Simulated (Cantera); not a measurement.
A closed system holds: 1 mol N₂O, 2.7 mol H₂, equilibrated at 773 K and 0.133 bar.

Method: chemical equilibrium by Gibbs-energy minimisation in Cantera with the NASA 1993 tables (ideal gas, pure condensed phases). Candidate condensed phases: H₂O; 24 gas species. The numbers say what is thermodynamically allowed, not how fast it happens.

Task: What is the equilibrium state?

Result: 
| Item | Value |
|---|---|
| x(H₂) | 0.459 |
| x(H₂O) | 0.270 |
| x(N₂) | 0.270 |
| x(NH₃) | 8.55e-5 |
| gas amount | 3.700 mol |
